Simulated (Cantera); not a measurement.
Diamond growth

A diamond (100) surface in a fixed gas of H2 with x(CH4) = 0.021, x(H) = 0.00034, x(CH3) = 0.0003, at 1250 K; coverages are run to steady state.

Cantera simulation using the Harris–Goodwin 1993 mechanism for the reconstructed diamond (100) surface; the numbers are that mechanism's predictions, not measurements.

```tsv
P (Pa)	growth (µm/h)	θ c6HH	θ c6H*	θ c6*H	θ c6**	θ c6HM
920	0.0703	0.499	0.0382	0.445	0.0142	0.000230
1400	0.125	0.499	0.0381	0.445	0.0141	0.000357
2200	0.225	0.499	0.0381	0.444	0.0140	0.000570
3500	0.405	0.499	0.0381	0.444	0.0139	0.000917
5400	0.698	0.498	0.0380	0.443	0.0138	0.00142
8500	1.25	0.498	0.0380	0.443	0.0137	0.00224
13000	2.20	0.497	0.0379	0.442	0.0137	0.00340
21000	4.30	0.495	0.0378	0.440	0.0136	0.00540
```
θ: site fractions in the mechanism's names (c6HH fully hydrogenated, c6H* and c6*H radical sites, c6** diradical, c6HM methylated).
